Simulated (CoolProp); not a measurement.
Properties of normal hydrogen along the isobar 608 kPa (Tc = 33.1 K, pc = 1296 kPa, ω = -0.219).

The numbers come from the reference Helmholtz-energy equation of state, Leachman 2009 in CoolProp.

| T (K) | phase | cp (kJ/(kg K)) | cv (kJ/(kg K)) | Joule-Thomson coefficient (K/MPa) |
|---|---|---|---|---|
| 25.7 | liquid | 13.62 | [?] | -0.3476 |
| 45.6 | gas | 11.63 | 6.321 | 5.352 |
| 65.6 | gas | [?] | 6.370 | 2.987 |
| 85.5 | gas | 11.08 | 6.714 | 1.817 |
| 105.5 | gas | 11.53 | 7.251 | 1.127 |
| 125.4 | gas | 12.06 | 7.830 | 0.6970 |
| 145.4 | gas | 12.56 | 8.366 | 0.4130 |
| 165.3 | gas | 13.00 | 8.819 | 0.2179 |
| 185.3 | gas | 13.36 | 9.191 | [?] |
| 205.3 | gas | 13.64 | 9.486 | -0.02982 |
| 225.2 | gas | 13.87 | 9.717 | -0.1119 |
| 245.2 | gas | 14.04 | 9.895 | -0.1777 |
| 265.1 | gas | 14.17 | 10.03 | [?] |
| 285.1 | gas | 14.27 | 10.13 | -0.2762 |

Q: What belongs in the gaps?

A: 
- 25.7, cv (kJ/(kg K)): 5.997
- 65.6, cp (kJ/(kg K)): 10.96
- 185.3, Joule-Thomson coefficient (K/MPa): 0.07638
- 265.1, Joule-Thomson coefficient (K/MPa): -0.2313
